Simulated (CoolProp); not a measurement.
Saturation properties of R365MFC.

Values from CoolProp's reference Helmholtz-energy equation of state, Lemmon 2016.

| T (K) | p (MPa) | enthalpy of vaporisation (kJ/kg) | vapour Z |
|---|---|---|---|
| 307.8 | 0.08267 | 190.8 | 0.9604 |
| 312.4 | 0.09794 | 188.6 | 0.9553 |
| 317 | 0.1154 | 186.4 | 0.9498 |
| 321.6 | 0.1351 | 184.1 | 0.9439 |
| 326.2 | (withheld) | (withheld) | 0.9375 |
| 330.8 | 0.1826 | (withheld) | 0.9306 |
| 335.5 | 0.2113 | 176.8 | (withheld) |
| 340.1 | 0.2428 | 174.3 | 0.9153 |
| 344.7 | 0.2777 | 171.7 | 0.9070 |
| 349.3 | (withheld) | 169.1 | (withheld) |
| 353.9 | 0.3590 | 166.3 | 0.8889 |
| 358.5 | 0.4060 | (withheld) | 0.8791 |
| 363.1 | 0.4574 | 160.6 | 0.8686 |
| 367.7 | (withheld) | 157.7 | 0.8577 |

**Question.** Complete the blanks.

**Answer.** 
- 326.2, p (MPa): 0.1575
- 326.2, enthalpy of vaporisation (kJ/kg): 181.8
- 330.8, enthalpy of vaporisation (kJ/kg): 179.4
- 335.5, vapour Z: 0.9231
- 349.3, p (MPa): 0.3164
- 349.3, vapour Z: 0.8982
- 358.5, enthalpy of vaporisation (kJ/kg): 163.5
- 367.7, p (MPa): 0.5137

It boils at 313.3 K under 1 atm.
